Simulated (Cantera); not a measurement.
**Thermodynamics of oxide etching and cleaning by halides, feed SiO2 + HF + H2**

Feed: 1 mol SiO2, 19 mol HF, 0.41 mol H2, held at 0.120 bar.

These are equilibrium values from Cantera (NASA tables, ideal gas, pure condensed phases), not measurements of a reactor. Candidate condensed phases: H2O, Si, SiO2; 38 gas species. The tables' values for SiF3 are old estimates; treat these amounts as uncertain. The tables hold silica as quartz up to 1696 K and as liquid above; real silica turns to tridymite and cristobalite and melts near 1996 K. Gases not in the tables: Si(OH)4. The numbers say what is thermodynamically allowed, not how fast it happens.

```csv
T (K),x HF,x H2O,x SiF4,x H2,x SiF3,n SiO2(condensed)
1625,0.815,0.109,0.0543,0.0222,4.30e-5,0
1650,0.815,0.109,0.0543,0.0222,5.68e-5,0
1675,0.815,0.109,0.0542,0.0222,7.44e-5,0
1700,0.815,0.109,0.0542,0.0222,9.65e-5,0
1725,0.815,0.109,0.0542,0.0222,0.000124,0
1750,0.815,0.109,0.0541,0.0221,0.000159,0
1775,0.815,0.109,0.0541,0.0221,0.000202,0
1800,0.815,0.109,0.0540,0.0221,0.000254,0
1825,0.817,0.107,0.0534,0.0220,0.000313,0.00973
1850,0.821,0.104,0.0519,0.0219,0.000377,0.0354
1875,0.825,0.102,0.0504,0.0219,0.000450,0.0598
1900,0.829,0.0989,0.0490,0.0218,0.000534,0.0831
```
x: gas mole fraction; n: condensed amount in mol.

From 1625 K to 1800 K nothing is condensed. From 1825 K to 1900 K the condensed part is SiO2(condensed).
